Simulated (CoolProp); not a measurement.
A simple Rankine cycle with n-perfluorohexane: condensing at 316.15 K, boiler at 0.436 MPa, turbine inlet 449 K, turbine efficiency 0.7, pump efficiency 0.8, no recuperator. Each further row changes one setting.

Values from CoolProp's reference Helmholtz-energy equation of state, Gao 2022.

```tsv
case	thermal efficiency (%)	net work (kJ/kg)	heat in (kJ/kg)	turbine exit temperature (K)	volume ratio over the turbine
as stated	6.6	13.9	209	431.6	…
condensing temperature 308.15 K	…	…	218	429.2	10.2
boiler pressure 0.305 MPa	…	11.6	210	435.2	5.09
turbine efficiency 0.6	5.7	11.8	209	433.7	7.49
```

Problem. Fill in the missing entries.

Solution. 
- as stated, volume ratio over the turbine: 7.45
- condensing temperature 308.15 K, thermal efficiency (%): 7.4
- condensing temperature 308.15 K, net work (kJ/kg): 16.1
- boiler pressure 0.305 MPa, thermal efficiency (%): 5.5
